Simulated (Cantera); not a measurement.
What does this Cantera script print?

```python
import numpy as np
import cantera as ct

gas_names = [...]  # 113 gases of nasa_gas.yaml made of C, H, O, Pb
cond_names = """
    C(gr) C6H6(L) C7H8(L) C8H18(L),n-octa H2O(s) H2O(L) Pb(cr) Pb(L) PbO(rd) PbO(yw) PbO(L) PbO2(s)
    Pb3O4(s)
""".split()


# ... load() reads the species with a 1 bar reference pressure and builds the phases ...
atoms = {
    'Pb': {'Pb': 1},
    'H2': {'H': 2},
    'CO': {'C': 1, 'O': 1},
}
top_T = {'C(gr)': 4500, 'Pb3O4(s)': 820}  # K; cautious upper limits of use, not melting points


# ... equilibrate(T, P, feed) seeds the gas with the atoms and calls Mixture.equilibrate('TP', solver="gibbs", rtol=1e-10, max_steps=50000) ...
results = []
feed = {'Pb': 1, 'H2': 0.35, 'CO': 0.13}  # mol
T = 1000  # K
P = 10000  # Pa
mix = equilibrate(T, P, feed)
results.append((T, P, feed, dict(zip(mix.species_names, mix.species_moles))))
x = sorted(zip(gas.X, gas.species_names), reverse=True)
print(f"T = {T:g} K  P = {P:g} Pa  gas = {mix.phase_moles(0):.4g} mol")
print("   x: " + "  ".join(f"{s} {v:.3e}" for v, s in x if v > 1e-06))
print("   condensed (mol): " + ("  ".join(f"{mix.phase(i).name} {mix.phase_moles(i):.4g}"
      for i in range(1, mix.n_phases) if mix.phase_moles(i) > 1e-12) or "none"))
```

It prints:

```
T = 1000 K  P = 10000 Pa  gas = 0.4724 mol
   x: H2 7.235e-01  CO 2.601e-01  H2O 7.437e-03  CH4 4.998e-03  CO2 3.837e-03  Pb 1.620e-04
   condensed (mol): C(gr) 0.002965  Pb(L) 0.9999
```

These are equilibrium values from Cantera (NASA tables, ideal gas, pure condensed phases), not measurements of a reactor.
